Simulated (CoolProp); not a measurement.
A simple Rankine cycle with dimethyl ether: condensing at 307.15 K, boiler at 3.79 MPa, turbine inlet 420.8 K, turbine efficiency 0.7, pump efficiency 0.6, no recuperator. Each further row changes one setting.

Computed with CoolProp (reference Helmholtz-energy equation of state, Wu 2011).

| case | thermal efficiency (%) | net work (kJ/kg) | heat in (kJ/kg) | turbine exit temperature (K) | volume ratio over the turbine |
|---|---|---|---|---|---|
| as stated | 10.7 | 56.4 | 525 | 354.4 | 5.16 |
| turbine inlet 440.8 K | 10.9 | 62.5 | 572 | 377.3 | 5.03 |
| condensing temperature 299.15 K | 11.9 | 64.7 | 545 | 347.2 | 6.40 |
| boiler pressure 2.65 MPa | 9.0 | 49.5 | 552 | 373.4 | 3.47 |
| turbine efficiency 0.6 | 9.0 | 47.2 | 525 | 359.6 | 5.26 |
